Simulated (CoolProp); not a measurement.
Model: reference Helmholtz-energy equation of state, Span 2000, in CoolProp.

### Question
Give the vapour pressure (MPa), liquid density (kg/m³), liquid cp (kJ/(kg K)), vapour Z of saturated nitrogen at -187.65, -178.65, -151.65 °C.

### Answer
```
T (°C)   p (MPa)  liquid density (kg/m³)  liquid cp (kJ/(kg K))  vapour Z
-------  -------  ----------------------  ---------------------  --------
-187.65    0.240                     768                   2.09     0.921
-178.65    0.520                     721                   2.20     0.864
-151.65     2.71                     502                   5.40     0.531
```
